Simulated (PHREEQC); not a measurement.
Consider water at 50 °C with 1.17 mol NaOH and 0.13 mol NaHCO3 per kg of water. Closed to the air; pH follows from the charge balance.

Model: Pitzer model, pitzer.dat, run in PHREEQC.

The ionic strength comes out as 1.43 mol/kgw. What activity coefficients do OH-, Na+, CO3-2, HCO3- get?

OH- 0.69, Na+ 0.62, CO3-2 0.10, HCO3- 0.49. Single-ion values are on the MacInnes scale.

No solid was allowed to form. In brines, pH and single-ion activities rest on the MacInnes convention. Constants without temperature data keep their 25 °C values here.
